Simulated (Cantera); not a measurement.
Input: 1 mol CO2, 0.32 mol H2O, 1.7 mol N2, held at 7.50 Torr.

Cantera equilibrium calculation (NASA polynomials, part measured and part estimated; ideal gas, pure solids and liquids). Candidate condensed phases: C, C6H6, C7H8, C8H18, H2O; 136 gas species. Rates play no part.

Q: At 1325 K, list the 5 most abundant gas species with their mole fractions, and the condensed phases.

A: N2 0.563, CO2 0.331, H2O 0.106, CO 0.000108, O2 5.86e-5. Condensed: gas only.
